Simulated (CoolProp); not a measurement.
A Linde-Hampson liquefier for ethylene: isothermal reversible compression at 300 K from 1 atm to 25 MPa, throttling to 1 atm, return gas leaving the recuperator 2 K below the feed. Each further row changes one setting.

Values from CoolProp's reference Helmholtz-energy equation of state, Smukala 2000.

| case | liquid yield per pass | compression work (kJ/kg of gas) |
|---|---|---|
| as stated | [?] | 386 |
| high pressure 50 MPa | 0.463 | 441 |
| warm-end temperature 330 K | [?] | [?] |
| warm-end gap 7 K | [?] | 386 |

Task: Complete the blanks.

Result: 
- as stated, liquid yield per pass: 0.478
- warm-end temperature 330 K, liquid yield per pass: 0.396
- warm-end temperature 330 K, compression work (kJ/kg of gas): 454
- warm-end gap 7 K, liquid yield per pass: 0.472
